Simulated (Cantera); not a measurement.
Cantera run:

```python
import numpy as np
import cantera as ct

gas_names = """
    H HO2 H2 H2O H2O2 O OH O2 O3 Ti TiO TiO2
""".split()
cond_names = """
    H2O(s) H2O(L) Ti(a) Ti(b) Ti(L) TiO(a) TiO(b) TiO(L) TiO2(ru) TiO2(L) Ti2O3(a) Ti2O3(b) Ti2O3(L)
    Ti3O5(a) Ti3O5(b) Ti3O5(L) Ti4O7(s) Ti4O7(L)
""".split()


# ... load() reads the species with a 1 bar reference pressure and builds the phases ...
atoms = {
    'Ti': {'Ti': 1},
    'H2O': {'H': 2, 'O': 1},
    'H2': {'H': 2},
}
top_T = {}  # K; cautious upper limits of use, not melting points


# ... equilibrate(T, P, feed) seeds the gas with the atoms and calls Mixture.equilibrate('TP', solver="vcs", rtol=1e-11, max_steps=5000) ...
results = []
feed = {'Ti': 1, 'H2O': 27, 'H2': 3.3}  # mol
T = 1975  # K
P = 400000  # Pa
mix = equilibrate(T, P, feed)
results.append((T, P, feed, dict(zip(mix.species_names, mix.species_moles))))
x = sorted(zip(gas.X, gas.species_names), reverse=True)
print(f"T = {T:g} K  P = {P:g} Pa  gas = {mix.phase_moles(0):.4g} mol")
print("   x: " + "  ".join(f"{s} {v:.3e}" for v, s in x if v > 1e-06))
print("   condensed (mol): " + ("  ".join(f"{mix.phase(i).name} {mix.phase_moles(i):.4g}"
      for i in range(1, mix.n_phases) if mix.phase_moles(i) > 1e-12) or "none"))
```

Output:

```
T = 1975 K  P = 400000 Pa  gas = 30.31 mol
   x: H2O 8.248e-01  H2 1.748e-01  H 2.860e-04  OH 1.286e-04
   condensed (mol): TiO2(ru) 1
```

Equilibrium computed with Cantera from the NASA thermochemical tables; the gas is ideal and each condensed phase is pure. Gases not in the tables: TiO(OH)2.
